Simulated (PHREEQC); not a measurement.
Solution (20 °C): 0.0063 mol NaOH, 4.1e-05 mol CO2 and 0.013 mol K3PO4 per kg of water. Closed to the air; pH follows from the charge balance.

Computed with PHREEQC (ion-association model, phreeqc.dat).

No solid was allowed to form.

### Question
Estimate the pH, specific conductance, density.

### Answer
pH 12.10; specific conductance 5290 µS/cm; density 1.001 g/cm³.

### Question
In which forms is C present?

### Answer
CO3-2 95 %, NaCO3- 3.7 %, HCO3- 0.9 % of the C.
